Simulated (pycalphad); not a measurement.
CALPHAD calculation (pycalphad, COST 507 light-alloy database (1999)), 1 atm. The data set is of 1999 and partly superseded. Diffusion is slow at the low end, where real alloys seldom reach equilibrium.

Molar enthalpy of V-26.1Si (at.%) in equilibrium (SER reference):

```
T (°C)  H (kJ/mol)        phases
------  ----------  ------------
2577         78.74        liquid
2427         72.42        liquid
2277         66.10        liquid
2127         59.78        liquid
2052         56.61        liquid
1977         53.45        liquid
1902          6.69  SIV3 + SI3V5
1827          3.74  SIV3 + SI3V5
1677         -1.71  SIV3 + SI3V5
1527         -6.69  SIV3 + SI3V5
1377        -11.36  SIV3 + SI3V5
1227        -15.82  SIV3 + SI3V5
1077        -20.13  SIV3 + SI3V5
927         -24.32  SIV3 + SI3V5
777         -28.41  SIV3 + SI3V5
627         -32.40  SIV3 + SI3V5
477         -36.29  SIV3 + SI3V5
327         -40.07  SIV3 + SI3V5
```

Cooling from 1977 °C to 1902 °C, across the freezing range, releases 46.8 kJ/mol, or 1040 J/g. The slope is 42 J/(mol K) in the liquid and 39 J/(mol K) just below the solidus, where it includes any heat of precipitation. Liquidus 1921 °C, solidus 1918 °C. Changes were sought between steps of 75 K, so a narrower field can be missed.

Database names, with the compositions (at.%) that they take in these runs: SIV3: V 75 Si 25; SI3V5: V 62 Si 37.
